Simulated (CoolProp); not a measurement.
A closed Brayton cycle with carbon dioxide: compressor inlet 306.15 K and 7.9 MPa, high pressure 22.5 MPa, turbine inlet 620 K, compressor efficiency 0.8, turbine efficiency 0.93, recuperator effectiveness 0 (on enthalpy, no pinch check). Each further row changes one setting.

Values from CoolProp's reference Helmholtz-energy equation of state, Span 1996.

| case | thermal efficiency (%) | net work (kJ/kg) | compressor to turbine work | compressor exit (K) | turbine exit (K) |
|---|---|---|---|---|---|
| as stated | (withheld) | 72.2 | 0.27 | 340.9 | 510.5 |
| turbine inlet 570 K | 16.0 | 61.0 | 0.31 | 340.9 | 464.9 |
| compressor inlet 316.15 K | 15.3 | 47.6 | (withheld) | (withheld) | 510.5 |
| high pressure 19.1 MPa | (withheld) | 64.4 | (withheld) | 334.7 | 527.3 |
| recuperator effectiveness 0.5 | 21.2 | 72.2 | 0.27 | 340.9 | 510.5 |

Q: Some entries are withheld; supply them.

A: 
- as stated, thermal efficiency (%): 16.2
- compressor inlet 316.15 K, compressor to turbine work: 0.52
- compressor inlet 316.15 K, compressor exit (K): 399.7
- high pressure 19.1 MPa, thermal efficiency (%): 14.1
- high pressure 19.1 MPa, compressor to turbine work: 0.25
